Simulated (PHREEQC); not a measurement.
Make-up at 25 °C: 0.11 mol/kgw HF, 0.00054 mol/kgw KF, 0.0033 mol/kgw (NH4)2SiF6 and 0.0034 mol/kgw H2SO4. Closed to the air; pH follows from the charge balance.

The numbers come from PHREEQC with the ion-association model, phreeqc.dat.

Each row changes one thing in this solution. No solid was allowed to form.

```tsv
case	pH	ionic strength (mol/kgw)	HF (mol/kgw)	F- (mol/kgw)	HF2- (mol/kgw)	SO4-2 (mol/kgw)
as made	1.92	0.0260	0.0992	0.00645	0.00246	0.00189
KF from 0.00054 to 0.0027 mol/kgw	1.96	0.0271	0.100	0.00713	0.00274	0.00196
KF left out	1.91	0.0257	0.0989	0.00630	0.00239	0.00187
0.21 mol/kgw HCl added	0.77	0.225	0.109	0.000648	0.000269	0.000469
diluted 100-fold with water	3.19	0.000770	0.000628	0.000668	1.61e-6	3.21e-5
(NH4)2SiF6 left out	1.92	0.0158	0.0995	0.00628	0.00240	0.00187
```

Species that the database lacks are ignored. SiF6-2 is the database's only silicon fluoride.
